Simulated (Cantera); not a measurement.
An adiabatic, constant-volume homogeneous reactor starts with CH4 : O2 : N2 : C2H6 = 1 : 1.54 : 5.78 : 0.019 (molar parts), equivalence ratio 1.3, at 1025 K and 10.0 bar.

Model: GRI-Mech 3.0 (53 species, 325 reactions), integrated in Cantera.

Problem. Predict: time of steepest temperature rise; temperature at 0.400 s; equilibrium temperature; x(O2) at 0.400 s; x(HO2) at 0.400 s.

Solution. 
- time of steepest temperature rise: 28.0 ms
- temperature at 0.400 s: 2901 K
- equilibrium temperature: 2901 K
- x(O2) at 0.400 s: 0.000510 (gas-phase equilibrium 0.000510)
- x(HO2) at 0.400 s: 1.21e-6 (gas-phase equilibrium 1.21e-6)
